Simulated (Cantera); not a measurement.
Feed: 1 mol Fe(CO)₅, 0.35 mol N₂, 0.034 mol CO, at 1100 K and 750 Torr.

Cantera equilibrium calculation (NASA polynomials, part measured and part estimated; ideal gas, pure solids and liquids). Candidate condensed phases: C, Fe, Fe(CO)₅, FeO, Fe₂O₃, Fe₃O₄; 27 gas species. Condensed phases not in the tables: cementite and carbon dissolved in iron. The numbers say what is thermodynamically allowed, not how fast it happens.

Base state: CO 0.865, N₂ 0.0693, CO₂ 0.0660 (mole fractions); condensed: C(graphite) + Fe(α).

What changes in the equilibrium state with this change: temperature from 1100 K to 1223.15 K?


| species | before | after |
|---|---|---|
| CO | 0.865 | 0.923 |
| N₂ | 0.0693 | 0.0658 |
| CO₂ | 0.0660 | 0.0117 |
| C(graphite), mol | 0.333 | 0.0622 |
| Fe(α), mol | 1.00 | 0 |
| Fe(γ), mol | 0 | 1.00 |

What changes in the equilibrium state with this change: pressure from 750 Torr to 4200 Torr?


| species | before | after |
|---|---|---|
| CO | 0.865 | 0.676 |
| CO₂ | 0.0660 | 0.226 |
| N₂ | 0.0693 | 0.0979 |
| C(graphite), mol | 0.333 | 1.81 |
| Fe(α), mol | 1.00 | 0 |
| FeO(s), mol | 0 | 1.00 |
The tables' stoichiometric FeO is somewhat more stable than real wüstite, so its field is too wide. FeO: taken at fixed stoichiometry.

What changes in the equilibrium state with this change: temperature from 1100 K to 750 K?


```json
[
 {"species": "CO₂", "before": "0.0660", "after": "0.806"},
 {"species": "N₂", "before": "0.0693", "after": "0.156"},
 {"species": "CO", "before": "0.865", "after": "0.0381"},
 {"species": "C(graphite), mol", "before": "0.333", "after": "3.14"},
 {"species": "Fe(α), mol", "before": "1.00", "after": "0"},
 {"species": "Fe₃O₄(s), mol", "before": "0", "after": "0.333"}
]
```
